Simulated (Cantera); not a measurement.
An adiabatic, constant-volume homogeneous reactor starts with 14.1 % CO, 5.50 % H2, 15.5 % O2, 58.5 % N2, 6.35 % H2O, at 975 K and 100000 Pa.

Computed with Cantera and GRI-Mech 3.0 (53 species, 325 reactions).

One state of this run: T (K) = 2520; P (bar) = 2.36; x CO = 0.0150; x H2 = 0.00211; x O2 = 0.0616; x HO2 = 8.21e-6; x H2O2 = 3.42e-7; x N2O = 8.89e-7. x: mole fraction; the columns are a selection and need not sum to one.

Q: Which value of t (s) does it belong to?
A) 0.00116
B) 0.134
C) 1.00e-5
D) 0.000448

A: B, 0.134
